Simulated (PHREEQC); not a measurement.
A made-up water analysis in mg/L, 12 °C, pH 3.3, pe 12.1: Na 127; K 56.5; Ca 63; Mg 35.4; Cl 23.6; S(6) as SO4 852; Fe(3) 68.1; Mn(2) 6.6; Al 13.2; Zn 0.133.

Valence states are taken as typed.

Computed with PHREEQC (ion-association model, phreeqc.dat).

Each row changes one thing in this solution. This is a speciation only: nothing precipitates in the calculation.

```json
[
 {"case": "as made", "ionic strength (mol/kgw)": "0.0238", "SO4-2 (mol/kgw)": "0.00647", "Ca+2 (mol/kgw)": "0.00118", "Mg+2 (mol/kgw)": "0.00108", "FeOH+2 (mol/kgw)": "0.000232", "HSO4- (mol/kgw)": "0.000158", "SI of Gypsum (CaSO4:2H2O)": "-1.02", "SI of Gibbsite (Al(OH)3)": "-3.47"},
 {"case": "all concentrations times 4 at the same typed pH", "ionic strength (mol/kgw)": "0.0836", "SO4-2 (mol/kgw)": "0.0227", "Ca+2 (mol/kgw)": "0.00394", "Mg+2 (mol/kgw)": "0.00358", "FeOH+2 (mol/kgw)": "0.000499", "HSO4- (mol/kgw)": "0.000427", "SI of Gypsum (CaSO4:2H2O)": "-0.24", "SI of Gibbsite (Al(OH)3)": "-3.32"},
 {"case": "temperature from 12 to 10 °C at the same typed pH", "ionic strength (mol/kgw)": "0.0238", "SO4-2 (mol/kgw)": "0.00648", "Ca+2 (mol/kgw)": "0.00118", "Mg+2 (mol/kgw)": "0.00110", "FeOH+2 (mol/kgw)": "0.000218", "HSO4- (mol/kgw)": "0.000152", "SI of Gypsum (CaSO4:2H2O)": "-1.01", "SI of Gibbsite (Al(OH)3)": "-3.59"}
]
```

Some of these states are supersaturated (in Jarosite-K, Hematite (slow to form), for instance). Away from 25 °C the constants follow the database's enthalpies or fits; those with neither stay at their 25 °C values.
